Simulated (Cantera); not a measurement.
Feed: 1 mol Fe(CO)5, a varied amount of O2, 0.25 mol N2, at 1575 K and 0.0133 bar.

Equilibrium computed with Cantera from the NASA thermochemical tables; the gas is ideal and each condensed phase is pure. Candidate condensed phases: C, Fe, Fe(CO)5, FeO, Fe2O3, Fe3O4; 27 gas species. Mutual solubility and eutectic melting of coexisting phases are not modelled. The tables' stoichiometric FeO is somewhat more stable than real wüstite, so its field is too wide. FeO: taken at fixed stoichiometry. Equilibrium is a limit: real reactors are often held back by kinetics, nucleation or transport.

x: gas mole fraction; n: condensed amount in mol.

```json
[
 {"n(O2) (mol)": "0.066", "x CO": "0.927", "x CO2": "0.0251", "x N2": "0.0476", "x Fe": "5.12e-5", "x FeO": "2.19e-8", "x NO": "3.12e-9", "n Fe(γ)": "1.000", "n FeO(s)": "0"},
 {"n(O2) (mol)": "0.082", "x CO": "0.921", "x CO2": "0.0312", "x N2": "0.0476", "x Fe": "5.12e-5", "x FeO": "2.73e-8", "x NO": "3.90e-9", "n Fe(γ)": "1.000", "n FeO(s)": "0"},
 {"n(O2) (mol)": "0.1", "x CO": "0.914", "x CO2": "0.0381", "x N2": "0.0476", "x Fe": "5.12e-5", "x FeO": "3.36e-8", "x NO": "4.79e-9", "n Fe(γ)": "1.000", "n FeO(s)": "0"},
 {"n(O2) (mol)": "0.12", "x CO": "0.907", "x CO2": "0.0457", "x N2": "0.0476", "x Fe": "5.12e-5", "x FeO": "4.06e-8", "x NO": "5.80e-9", "n Fe(γ)": "1.000", "n FeO(s)": "0"},
 {"n(O2) (mol)": "0.15", "x CO": "0.895", "x CO2": "0.0571", "x N2": "0.0476", "x Fe": "5.12e-5", "x FeO": "5.14e-8", "x NO": "7.34e-9", "n Fe(γ)": "1.000", "n FeO(s)": "0"},
 {"n(O2) (mol)": "0.19", "x CO": "0.880", "x CO2": "[?]", "x N2": "0.0476", "x Fe": "5.12e-5", "x FeO": "[?]", "x NO": "[?]", "n Fe(γ)": "1.000", "n FeO(s)": "0"},
 {"n(O2) (mol)": "0.23", "x CO": "0.865", "x CO2": "0.0876", "x N2": "0.0476", "x Fe": "5.12e-5", "x FeO": "8.17e-8", "x NO": "1.17e-8", "n Fe(γ)": "1.000", "n FeO(s)": "0"},
 {"n(O2) (mol)": "0.28", "x CO": "0.846", "x CO2": "0.107", "x N2": "0.0476", "x Fe": "5.12e-5", "x FeO": "1.02e-7", "x NO": "1.45e-8", "n Fe(γ)": "1.000", "n FeO(s)": "0"},
 {"n(O2) (mol)": "0.35", "x CO": "0.825", "x CO2": "0.128", "x N2": "0.0476", "x Fe": "5.12e-5", "x FeO": "1.25e-7", "x NO": "1.78e-8", "n Fe(γ)": "0.969", "n FeO(s)": "[?]"},
 {"n(O2) (mol)": "0.43", "x CO": "0.825", "x CO2": "0.128", "x N2": "0.0476", "x Fe": "5.12e-5", "x FeO": "1.25e-7", "x NO": "1.78e-8", "n Fe(γ)": "0.809", "n FeO(s)": "0.191"}
]
```

Task: Fill in the missing entries.

Result: 
- 0.35, n FeO(s): 0.0306
- 0.19, x CO2: 0.0724
- 0.19, x FeO: 6.63e-8
- 0.19, x NO: 9.46e-9
